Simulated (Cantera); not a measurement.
Thermodynamics of oxide etching and cleaning by halides, feed CaO + HCl + N2

Feed: 1 mol CaO, 46 mol HCl, 4.2 mol N2, equilibrated at 850 °C.

Method: chemical equilibrium by Gibbs-energy minimisation in Cantera with the NASA 1993 tables (ideal gas, pure condensed phases). Candidate condensed phases: Ca, CaCl2, CaO, Ca(OH)2, H2O, NH4Cl; 36 gas species. Condensed phases not in the tables: oxide chlorides. The numbers say what is thermodynamically allowed, not how fast it happens.

At 1.00 Pa nothing is condensed. From 10.0 Pa to 1.00 bar the condensed part is CaCl2(l). The main Ca-bearing gas is CaCl2 throughout. The share of Ca in condensed phases is highest at 1.00 bar (100.0 %) and lowest at 1.00 Pa (0.0 %).

```csv
P (Pa),x HCl,x N2,x H2O,x CaCl2,x Cl,x H2,x Cl2,n CaCl2(l)
1,0.876,0.0836,0.0199,0.0199,0.000604,0.000303,9.06e-7,0
10,0.885,0.0845,0.0201,0.0104,0.000281,0.000143,1.96e-6,0.482
100,0.893,0.0853,0.0203,0.00104,0.000129,6.88e-5,4.15e-6,0.949
1000,0.894,0.0854,0.0203,0.000104,5.65e-5,3.61e-5,7.91e-6,0.995
10000,0.894,0.0854,0.0203,1.04e-5,2.22e-5,2.34e-5,1.22e-5,0.999
100000,0.894,0.0854,0.0203,1.04e-6,7.79e-6,1.90e-5,1.51e-5,1.000
```
x: gas mole fraction; n: condensed amount in mol.
